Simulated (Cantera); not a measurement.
Feed: 1 mol C2H5OH, 0.14 mol O2, 0.81 mol N2, 2.1 mol H2, equilibrated at 1350 K and 1 atm.

Equilibrium computed with Cantera from the NASA thermochemical tables; the gas is ideal and each condensed phase is pure. Candidate condensed phases: C, C6H6, C7H8, C8H18, H2O; 136 gas species. Kinetics and transport are ignored.

Base state: H2 0.705, CO 0.178, N2 0.113, CH4 0.00291, H2O 0.000728, CO2 9.34e-5, HCN 9.20e-5, NH3 2.06e-5 (mole fractions); condensed: C(graphite).

What changes in the equilibrium state with this change: temperature from 1350 K to 1773.15 K?


```tsv
species	before	after
H2	0.705	0.708
CO	0.178	0.178
N2	0.113	0.112
CH4	0.00291	0.000428
HCN	9.20e-5	0.00151
H	1.99e-6	0.000238
C2H2 (acetylene)	8.74e-7	9.92e-5
HNC	9.04e-7	5.40e-5
C(graphite), mol	0.704	0.705
```
